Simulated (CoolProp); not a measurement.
The fluid at 298.15 K and 0.401 MPa is throttled through a valve to 0.149 MPa with no heat exchange. The same conditions are run with several fluids, on thermodynamics alone (safety and materials aside).

Computed with CoolProp (reference Helmholtz-energy equation of state of each fluid (C3F8 (R218): Lemmon 2006; R13: Platzer 1990; normal hydrogen: Leachman 2009; R22: Kamei 1995; hydrogen chloride: Thol 2018)). The equations of Platzer and Polt are older, rougher fits.

**Question.** Rank C3F8 (R218), R13, normal hydrogen, R22, hydrogen chloride by temperature change (K), highest first.

**Answer.** normal hydrogen (+0.1), R13 (-2.9), C3F8 (R218) (-3.5), hydrogen chloride (-4.0), R22 (-5.7)

| fluid | final density (kg/m³) |
|---|---|
| C3F8 (R218) | 11.8 |
| R13 | 6.43 |
| normal hydrogen | 0.121 |
| R22 | 5.43 |
| hydrogen chloride | 2.24 |
